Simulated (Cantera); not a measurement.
**Ignition delay**

Mixture: CH4 : CO : O2 : N2 = 1 : 0.16 : 2.14 : 8.06 (molar parts), at 1.01 bar, adiabatic and at constant volume. Ignition delay is the time to a rise of 400 K.

Cantera simulation using GRI-Mech 3.0 (53 species, 325 reactions); the numbers are that mechanism's predictions, not measurements.

```tsv
T0 (K)	delay (ms)
1175	68.8
1225	32.7
1275	16.2
1325	8.32
1375	4.45
1425	2.47
1475	1.43
```

| Item | Result |
|---|---|
| apparent activation energy between 1375 and 1475 K | 190 kJ/mol |
